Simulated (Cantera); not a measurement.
Charge: 1 mol Fe3O4, 0.012 mol H2O, at 11.3 Torr.

Equilibrium computed with Cantera from the NASA thermochemical tables; the gas is ideal and each condensed phase is pure. Candidate condensed phases: Fe, FeO, Fe(OH)2, Fe(OH)3, Fe2O3, Fe3O4, H2O; 12 gas species. Kinetics and transport are ignored.

x: gas mole fraction; n: condensed amount in mol.

```
T (K)  x H2O      x H2    x O2      x OH       x H  x Fe(OH)2  n Fe3O4(s)
-----  -----  --------  ------  --------  --------  ---------  ----------
773    1.000   1.33e-5  <1e-12    <1e-12    <1e-12     <1e-12        1.00
873    1.000   1.39e-5  <1e-12  7.36e-11  1.43e-12   2.08e-11        1.00
973    1.000   1.49e-5     ___   4.08e-9  3.41e-11   3.34e-10        1.00
1073   1.000   1.66e-5     ___   1.05e-7  4.65e-10    3.21e-9        1.00
1173   1.000   1.92e-5     ___   1.51e-6   4.22e-9    2.13e-8        1.00
1273   1.000   7.36e-5     ___   7.82e-6   4.99e-8    1.57e-7        1.00
1373   1.000  0.000232     ___   3.18e-5   4.14e-7    8.60e-7        1.00
1473   0.999  0.000629     ___  0.000107   2.59e-6    3.73e-6        1.00
1573   0.997   0.00150     ___  0.000309   1.29e-5    1.34e-5        1.00
1673   0.994   0.00323     ___  0.000782   5.29e-5    4.12e-5        1.00
1773   0.989   0.00638     ___   0.00178  0.000185   0.000111        1.00
```

Question: Fill in the missing entries.

Answer: 
- 973, x O2: 4.36e-10
- 1073, x O2: 1.08e-7
- 1173, x O2: 9.24e-6
- 1273, x O2: 3.49e-5
- 1373, x O2: 0.000108
- 1473, x O2: 0.000289
- 1573, x O2: 0.000678
- 1673, x O2: 0.00144
- 1773, x O2: 0.00279
